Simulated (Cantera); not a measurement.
A Cantera script and what it prints.

```python
import numpy as np
import cantera as ct

gas_names = """
    Cr CrN CrO CrO2 CrO3 H HNO HNO2 HNO3 HO2 H2 H2O H2O2 N NH NH2 NH3 NH2OH NO NO2 NO3 N2 N2H2 N2H4 N2O
    O OH O2 O3
""".split()
cond_names = """
    Cr(cr) Cr(L) CrN(s) Cr2N(s) Cr2O3(s) Cr2O3(L) H2O(s) H2O(L)
""".split()


# ... load() reads the species with a 1 bar reference pressure and builds the phases ...
atoms = {
    'Cr': {'Cr': 1},
    'N2O': {'N': 2, 'O': 1},
    'H2': {'H': 2},
}
top_T = {'CrN(s)': 1900, 'Cr2N(s)': 1900}  # K; cautious upper limits of use, not melting points


# ... equilibrate(T, P, feed) seeds the gas with the atoms and calls Mixture.equilibrate('TP', solver="vcs", rtol=1e-11, max_steps=5000) ...
results = []
feed = {'Cr': 1, 'N2O': 12, 'H2': 110}  # mol
P = 10000  # Pa
for T in [2000, 2050, 2100, 2150, 2200, 2250, 2300, 2350, 2400, 2450]:
    mix = equilibrate(T, P, feed)
    results.append((T, P, feed, dict(zip(mix.species_names, mix.species_moles))))
    x = sorted(zip(gas.X, gas.species_names), reverse=True)
    print(f"T = {T:g} K  P = {P:g} Pa  gas = {mix.phase_moles(0):.4g} mol")
    print("   x: " + "  ".join(f"{s} {v:.3e}" for v, s in x if v > 0.001))
    print("   condensed (mol): " + ("  ".join(f"{mix.phase(i).name} {mix.phase_moles(i):.4g}"
          for i in range(1, mix.n_phases) if mix.phase_moles(i) > 1e-12) or "none"))
```

It prints:

```
T = 2000 K  P = 10000 Pa  gas = 122.4 mol
   x: H2 8.099e-01  N2 9.807e-02  H2O 8.667e-02  H 4.628e-03
   condensed (mol): Cr2O3(s) 0.461
T = 2050 K  P = 10000 Pa  gas = 122.6 mol
   x: H2 8.065e-01  N2 9.790e-02  H2O 8.761e-02  H 6.443e-03  Cr 1.318e-03
   condensed (mol): Cr2O3(s) 0.4127
T = 2100 K  P = 10000 Pa  gas = 122.9 mol
   x: H2 8.009e-01  N2 9.763e-02  H2O 8.955e-02  H 8.817e-03  Cr 2.757e-03
   condensed (mol): Cr2O3(s) 0.3157
T = 2150 K  P = 10000 Pa  gas = 123.5 mol
   x: H2 7.917e-01  N2 9.719e-02  H2O 9.315e-02  H 1.187e-02  Cr 5.373e-03
   condensed (mol): Cr2O3(s) 0.1362
T = 2200 K  P = 10000 Pa  gas = 124 mol
   x: H2 7.834e-01  N2 9.678e-02  H2O 9.570e-02  H 1.576e-02  Cr 7.296e-03
   condensed (mol): none
T = 2250 K  P = 10000 Pa  gas = 124.3 mol
   x: H2 7.790e-01  N2 9.653e-02  H2O 9.530e-02  H 2.073e-02  Cr 7.245e-03
   condensed (mol): none
T = 2300 K  P = 10000 Pa  gas = 124.7 mol
   x: H2 7.735e-01  N2 9.622e-02  H2O 9.480e-02  H 2.692e-02  Cr 7.190e-03
   condensed (mol): none
T = 2350 K  P = 10000 Pa  gas = 125.2 mol
   x: H2 7.667e-01  N2 9.583e-02  H2O 9.418e-02  H 3.453e-02  Cr 7.130e-03
   condensed (mol): none
T = 2400 K  P = 10000 Pa  gas = 125.8 mol
   x: H2 7.584e-01  N2 9.536e-02  H2O 9.340e-02  H 4.381e-02  Cr 7.065e-03
   condensed (mol): none
T = 2450 K  P = 10000 Pa  gas = 126.6 mol
   x: H2 7.485e-01  N2 9.479e-02  H2O 9.244e-02  H 5.496e-02  Cr 6.992e-03  OH 1.327e-03
   condensed (mol): none
```

These are equilibrium values from Cantera (NASA tables, ideal gas, pure condensed phases), not measurements of a reactor.
